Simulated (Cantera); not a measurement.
**Gas activation for diamond growth**

An isothermal, constant-pressure homogeneous reactor starts with CH4 : H2 : H : N2 = 0.025 : 1 : 0.058 : 0.007 (molar parts), at 2525 K and 13300 Pa.

Detailed kinetics in Cantera: GRI-Mech 3.0 (53 species, 325 reactions). GRI-Mech 3.0 stops at C3 and has no aromatics, soot or wall deposition, so with more carbon than oxygen in the feed, carbon stays in small species such as C2H2 where larger ones or solid carbon would form.

```csv
t (s),x CH4,x H2,x H,x C2H6,x CH3,x C2H2
0.000200,0.00273,0.941,0.0385,1.55e-7,0.00198,0.00885
0.000743,0.000609,0.938,0.0437,8.62e-9,0.000506,0.0106
0.00276,0.000101,0.930,0.0526,2.78e-10,0.000102,0.0110
0.0102,2.18e-5,0.916,0.0662,1.62e-11,2.80e-5,0.0110
0.0381,1.55e-5,0.909,0.0736,9.05e-12,2.22e-5,0.0110
0.141,1.54e-5,0.909,0.0737,8.95e-12,2.21e-5,0.0110
0.525,1.53e-5,0.909,0.0737,8.92e-12,2.21e-5,0.0109
1.95,1.52e-5,0.909,0.0737,8.78e-12,2.19e-5,0.0107
7.25,1.49e-5,0.909,0.0737,8.40e-12,2.15e-5,0.0101
26.9,1.43e-5,0.909,0.0737,7.73e-12,2.06e-5,0.00919
100,1.39e-5,0.909,0.0737,7.31e-12,2.00e-5,0.00865
```
x: mole fraction; the columns are a selection and need not sum to one.

Equilibrium at this temperature and pressure: CH4 1.40e-5, H2 0.909, H 0.0737, C2H6 7.45e-12, CH3 2.02e-5, C2H2 0.00860 (gas phase only).
